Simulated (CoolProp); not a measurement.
Vapour-liquid equilibrium of dimethyl ether (1) + 1-butene (2) at 280.4 K; x and y are mole fractions of (1).

Model: multi-fluid Helmholtz-energy mixture model, Wu 2011 and Lemmon 2005; pair parameters Bell 2016, in CoolProp.

| x | bubble pressure (MPa) | y at the bubble point | dew pressure at overall composition x (MPa) | liquid density (mol/L) |
|---|---|---|---|---|
| 0.05 | … | 0.114 | 0.1724 | 11.02 |
| 0.2 | 0.2155 | 0.364 | 0.1910 | 11.49 |
| 0.35 | 0.2462 | 0.533 | 0.2133 | … |
| 0.5 | … | 0.662 | 0.2398 | 12.56 |
| 0.65 | 0.2963 | 0.769 | 0.2703 | 13.19 |
| 0.8 | … | 0.867 | 0.3030 | … |
| 0.95 | … | 0.965 | … | 14.68 |

Task: Fill in the missing entries.

Result: 
- 0.05, bubble pressure (MPa): 0.1799
- 0.35, liquid density (mol/L): 12.00
- 0.5, bubble pressure (MPa): 0.2729
- 0.8, bubble pressure (MPa): 0.3170
- 0.8, liquid density (mol/L): 13.89
- 0.95, bubble pressure (MPa): 0.3356
- 0.95, dew pressure at overall composition x (MPa): 0.3329

No azeotrope shows between x = 0.05 and 0.95.

The pair parameters rest on a limited set of measurements; away from them the model extrapolates.
